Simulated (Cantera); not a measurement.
Standard-state values (1 bar) from the NASA 1993 polynomials, evaluated with Cantera. Values are per mole of reaction as written; species without (g) are pure solids or liquids, kept so even where they would boil at 1 bar.

4 PH3(g) + 5 O2(g) ⇌ P4O10 + 12 H(g)

```tsv
T (K)	ΔH° (kJ)	ΔS° (J/K)	ΔG° (kJ)	log10 K
550	[?]	[?]	[?]	[?]
575	[?]	[?]	[?]	[?]
600	[?]	[?]	[?]	[?]
625	-350.3	-116.0	-277.8	23.22
650	-344.7	-107.1	-275.0	22.10
675	-338.9	-98.5	-272.5	21.08
```

Q: Fill in the missing entries.

A: 
- 550, ΔH° (kJ): -366.8
- 550, ΔS° (J/K): -144.1
- 550, ΔG° (kJ): -287.6
- 550, log10 K: 27.31
- 575, ΔH° (kJ): -361.4
- 575, ΔS° (J/K): -134.4
- 575, ΔG° (kJ): -284.1
- 575, log10 K: 25.81
- 600, ΔH° (kJ): -355.9
- 600, ΔS° (J/K): -125.1
- 600, ΔG° (kJ): -280.8
- 600, log10 K: 24.45
